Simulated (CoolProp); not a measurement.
Values from CoolProp's reference Helmholtz-energy equation of state, Pan 2012.

Task: For R236FA, give the phase and the cv (kJ/(kg K)), speed of sound (m/s), Joule-Thomson coefficient (K/MPa), conductivity (mW/(m K)) at 347.7 K and 9960 kPa.

Result: 
- 347.7 K and 9960 kPa: liquid; cv 0.930, speed of sound 443, Joule-Thomson coefficient -0.0439, conductivity 66.7

Thermal conductivity comes from a separate model (Huber 2003), an estimate that may be off by 10 % or more.
